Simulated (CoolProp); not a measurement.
Saturation properties of fluorine (Tc = 144.4 K, pc = 5240 kPa, ω = 0.045).

Computed with CoolProp (reference Helmholtz-energy equation of state, de Reuck 1990).

```json
[
 {"T (K)": "74.2", "p (kPa)": "23.95", "enthalpy of vaporisation (kJ/kg)": "183.7", "surface tension (mN/m)": "16.5"},
 {"T (K)": "76.3", "p (kPa)": "32.81", "enthalpy of vaporisation (kJ/kg)": "(withheld)", "surface tension (mN/m)": "(withheld)"},
 {"T (K)": "78.4", "p (kPa)": "44.12", "enthalpy of vaporisation (kJ/kg)": "180.3", "surface tension (mN/m)": "15.3"},
 {"T (K)": "80.5", "p (kPa)": "58.34", "enthalpy of vaporisation (kJ/kg)": "178.5", "surface tension (mN/m)": "14.7"},
 {"T (K)": "82.6", "p (kPa)": "(withheld)", "enthalpy of vaporisation (kJ/kg)": "176.6", "surface tension (mN/m)": "14.2"},
 {"T (K)": "84.8", "p (kPa)": "(withheld)", "enthalpy of vaporisation (kJ/kg)": "174.6", "surface tension (mN/m)": "13.5"},
 {"T (K)": "86.9", "p (kPa)": "(withheld)", "enthalpy of vaporisation (kJ/kg)": "172.6", "surface tension (mN/m)": "13.0"},
 {"T (K)": "89", "p (kPa)": "156.1", "enthalpy of vaporisation (kJ/kg)": "170.5", "surface tension (mN/m)": "12.4"},
 {"T (K)": "91.1", "p (kPa)": "193.1", "enthalpy of vaporisation (kJ/kg)": "168.4", "surface tension (mN/m)": "11.8"},
 {"T (K)": "93.2", "p (kPa)": "236.3", "enthalpy of vaporisation (kJ/kg)": "166.2", "surface tension (mN/m)": "11.3"},
 {"T (K)": "95.4", "p (kPa)": "289.1", "enthalpy of vaporisation (kJ/kg)": "163.8", "surface tension (mN/m)": "10.7"},
 {"T (K)": "97.5", "p (kPa)": "347.3", "enthalpy of vaporisation (kJ/kg)": "161.4", "surface tension (mN/m)": "(withheld)"},
 {"T (K)": "99.6", "p (kPa)": "413.8", "enthalpy of vaporisation (kJ/kg)": "158.9", "surface tension (mN/m)": "9.56"}
]
```

Q: Fill in the missing entries.

A: 
- 76.3, enthalpy of vaporisation (kJ/kg): 182.0
- 76.3, surface tension (mN/m): 15.9
- 82.6, p (kPa): 75.95
- 84.8, p (kPa): 98.60
- 86.9, p (kPa): 124.8
- 97.5, surface tension (mN/m): 10.1

It boils at 85.0 K under 1 atm.

Surface tension comes from a separate correlation (Mulero 2012).
